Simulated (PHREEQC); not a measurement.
Consider water at 25 °C with 0.077 mol FeCl3, 0.28 mol CuCl2, 0.0099 mol H2SO4 and 0.001 mol NaCl per kg of water. Closed to the air; pH follows from the charge balance.

Computed with PHREEQC (ion-association model, wateq4f.dat).

```
Item                      Result
-----------------  -------------
pH                          1.81
ionic strength     0.910 mol/kgw
activity of water          0.983
total alkalinity     -174 meq/kg
```

```
species  molality  activity   log γ
-------  --------  --------  ------
Cl-         0.628     0.380  -0.218
Cu+2        0.200    0.0421  -0.676
CuCl+      0.0708    0.0430  -0.216
FeCl+2     0.0442   0.00771  -0.758
H+         0.0205    0.0153  -0.127
FeCl2+     0.0168    0.0131  -0.110
Fe+3      0.00941  0.000672  -1.146
CuCl2     0.00712   0.00878   0.091
FeSO4+    0.00404   0.00261  -0.190
CuSO4     0.00247   0.00304   0.091
SO4-2     0.00221  0.000354  -0.795
FeOH+2    0.00160  0.000278  -0.758
Na+      0.000998  0.000710  -0.148
HSO4-    0.000839  0.000527  -0.202
```

No solid was allowed to form. The solution is supersaturated, for example in Hematite (slow to form), Goethite (slow to form), so a real one may precipitate; this is no full list. Caution: at this ionic strength the ion-association model is outside its range; a Pitzer model would be the better tool where its parameters exist. Species that the database lacks are ignored.
